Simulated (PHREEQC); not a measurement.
Make-up at 85 °C: 0.13 mol Na3PO4 per kg of water. Closed to the air; pH follows from the charge balance.

Model: ion-association model, wateq4f.dat, run in PHREEQC.

No solid was allowed to form.

**Question.** Order these P species by the share of P that they hold, largest first: NaHPO4-, PO4-3, HPO4-2.

**Answer.** PO4-3 (54 %), HPO4-2 (40 %), NaHPO4- (5.1 %)

The pH is 11.06 and the ionic strength 0.648 mol/kgw. Complexes and solids missing from the database can't appear. H3PO4, which wateq4f.dat lacks, is added to it with the constant of phreeqc.dat. Away from 25 °C the constants follow the database's enthalpies or fits; those with neither stay at their 25 °C values.
